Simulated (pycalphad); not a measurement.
## The Cu-Zn system

Source of the numbers: pycalphad with the COST 507 light-alloy database (1999); pressure 1 atm. No gas phase is included, though pure Zn would boil below 1450 K. The data set is of 1999 and partly superseded. Diffusion is slow at the low end, where real alloys seldom reach equilibrium.

Phases 1 to 3 are ordered by rising Zn content. The map covers 350 K to 1450 K; reactions that its mapper missed or could not classify are not listed.

```csv
reaction on cooling,T (K),Zn in phase 1 (wt.%),Zn in phase 2 (wt.%),Zn in phase 3 (wt.%)
FCC_A1 + LIQUID → BCC_A2,1175.3,32.5,36.0,38.0
BCC_A2 + LIQUID → CUZN_GAMMA,1108.4,56.5,59.3,59.9
CUZN_GAMMA + LIQUID → BCC_A2,972.3,68.4,72.5,80.7
BCC_A2 + LIQUID → HCP_A3,[?],77.8,79.7,88.5
BCC_A2 → CUZN_GAMMA + HCP_A3,[?],69.9,75.4,78.2
HCP_A3 + LIQUID → HCP_ZN,694.4,87.7,98.2,98.4
```

**Question.** Complete the blanks.

**Answer.** 
- BCC_A2 + LIQUID → HCP_A3, T (K): 873.4
- BCC_A2 → CUZN_GAMMA + HCP_A3, T (K): 832.0

Database names, with the compositions (at.%) that they take in these runs: CUZN_GAMMA: Zn 56-69 Cu 31-44. FCC_A1 is fcc; BCC_A2 is bcc; HCP_A3 is hcp; HCP_ZN is hcp (Zn). In Cu-Zn the hcp model also describes the ε phase near CuZn₄.
